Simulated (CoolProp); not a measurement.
Vapour-liquid equilibrium of R134a (1) + methanol (2) at 0.296 MPa; x and y are mole fractions of (1).

Computed with CoolProp (multi-fluid Helmholtz-energy mixture model, Tillner-Roth 1994 and de Reuck 1993; pair parameters Bell 2016).

```json
[
 {"x": "0.05", "bubble temperature, mixture model (°C)": "57.5", "bubble temperature, Raoult's law (°C)": "79.1", "y, mixture model": "0.741", "y, Raoult's law": "0.437"},
 {"x": "0.125", "bubble temperature, mixture model (°C)": "32.6", "bubble temperature, Raoult's law (°C)": "61.4", "y, mixture model": "0.917", "y, Raoult's law": "0.735"},
 {"x": "0.2", "bubble temperature, mixture model (°C)": "23.0", "bubble temperature, Raoult's law (°C)": "48.6", "y, mixture model": "0.950", "y, Raoult's law": "0.859"},
 {"x": "0.275", "bubble temperature, mixture model (°C)": "18.4", "bubble temperature, Raoult's law (°C)": "38.9", "y, mixture model": "0.962", "y, Raoult's law": "0.917"},
 {"x": "0.35", "bubble temperature, mixture model (°C)": "15.7", "bubble temperature, Raoult's law (°C)": "31.4", "y, mixture model": "0.968", "y, Raoult's law": "0.948"},
 {"x": "0.425", "bubble temperature, mixture model (°C)": "13.7", "bubble temperature, Raoult's law (°C)": "25.4", "y, mixture model": "0.972", "y, Raoult's law": "0.966"},
 {"x": "0.5", "bubble temperature, mixture model (°C)": "12.1", "bubble temperature, Raoult's law (°C)": "20.4", "y, mixture model": "0.975", "y, Raoult's law": "0.978"},
 {"x": "0.575", "bubble temperature, mixture model (°C)": "10.6", "bubble temperature, Raoult's law (°C)": "16.2", "y, mixture model": "0.978", "y, Raoult's law": "0.985"},
 {"x": "0.65", "bubble temperature, mixture model (°C)": "9.1", "bubble temperature, Raoult's law (°C)": "12.5", "y, mixture model": "0.982", "y, Raoult's law": "0.990"},
 {"x": "0.725", "bubble temperature, mixture model (°C)": "7.4", "bubble temperature, Raoult's law (°C)": "9.3", "y, mixture model": "0.985", "y, Raoult's law": "0.993"},
 {"x": "0.8", "bubble temperature, mixture model (°C)": "5.6", "bubble temperature, Raoult's law (°C)": "6.5", "y, mixture model": "0.989", "y, Raoult's law": "0.996"},
 {"x": "0.875", "bubble temperature, mixture model (°C)": "3.7", "bubble temperature, Raoult's law (°C)": "4.0", "y, mixture model": "0.993", "y, Raoult's law": "0.998"},
 {"x": "0.95", "bubble temperature, mixture model (°C)": "1.7", "bubble temperature, Raoult's law (°C)": "1.7", "y, mixture model": "0.997", "y, Raoult's law": "0.999"}
]
```

The largest gap from Raoult's law is -28.8 K in bubble temperature, at x = 0.125. No azeotrope shows between x = 0.05 and 0.95.

The pair parameters rest on a limited set of measurements; away from them the model extrapolates. With so large a gap from Raoult's law the liquid may split in two, which this calculation doesn't test in full.
